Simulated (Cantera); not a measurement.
A closed system holds: 1 mol Cr, 6 mol N₂O, held at 1.20 bar.

Cantera equilibrium calculation (NASA polynomials, part measured and part estimated; ideal gas, pure solids and liquids). Candidate condensed phases: Cr, CrN, Cr₂N, Cr₂O₃; 14 gas species. Rates play no part.

x: gas mole fraction; n: condensed amount in mol.

```tsv
T (°C)	x N₂	x O₂	x NO	x CrO₂	x O	x CrO	x CrO₃	n Cr₂O₃(s)	n Cr₂O₃(l)
1575	0.725	0.270	0.00530	1.89e-6	8.98e-5	7.27e-10	7.06e-6	0.500	0
1675	0.724	0.269	0.00717	8.89e-6	0.000210	8.23e-9	1.65e-5	0.500	0
1775	0.722	0.268	0.00942	3.57e-5	0.000453	7.31e-8	3.52e-5	0.500	0
1875	0.721	0.266	0.0120	0.000125	0.000908	5.27e-7	6.96e-5	0.499	0
1975	0.719	0.264	[?]	[?]	[?]	[?]	[?]	0.498	0
2075	0.716	0.261	0.0184	0.00110	0.00304	1.63e-5	0.000225	0.494	0
2175	0.713	0.257	[?]	[?]	[?]	[?]	[?]	0.486	0
2275	0.707	0.251	0.0259	0.00670	0.00836	0.000290	0.000587	0.468	0
2375	0.699	0.242	0.0297	0.0140	0.0130	0.000987	0.000837	0	0.433
2475	0.686	0.231	0.0334	0.0260	0.0193	0.00289	0.00108	0	0.372
```

Q: Some entries are withheld; supply them.

A: 
- 1975, x NO: 0.0150
- 1975, x CrO₂: 0.000391
- 1975, x O: 0.00171
- 1975, x CrO: 3.17e-6
- 1975, x CrO₃: 0.000129
- 2175, x NO: 0.0220
- 2175, x CrO₂: 0.00282
- 2175, x O: 0.00516
- 2175, x CrO: 7.30e-5
- 2175, x CrO₃: 0.000372
